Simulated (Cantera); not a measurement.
Feed: 1 mol trisilylamine, 29 mol N2, equilibrated at 800 °C and 510 Torr.

These are equilibrium values from Cantera (NASA tables, ideal gas, pure condensed phases), not measurements of a reactor. Candidate condensed phases: Si, Si3N4; 18 gas species. The feed counts by its element totals alone. Kinetics and transport are ignored.

Base state: N2 0.859, H2 0.141, NH3 1.23e-5 (mole fractions); condensed: Si3N4(s).

Problem. What changes in the equilibrium state with this change: trisilylamine replaced by SiH4?

Solution. 
```
species         before    after
-------------  -------  -------
N2               0.859    0.934
H2               0.141   0.0659
NH3            1.23e-5  4.12e-6
Si3N4(s), mol     1.00    0.333
```
N2 is the only nitrogen source here; it is nearly inert below about 1500 K, so the nitride shown seldom forms there in practice.
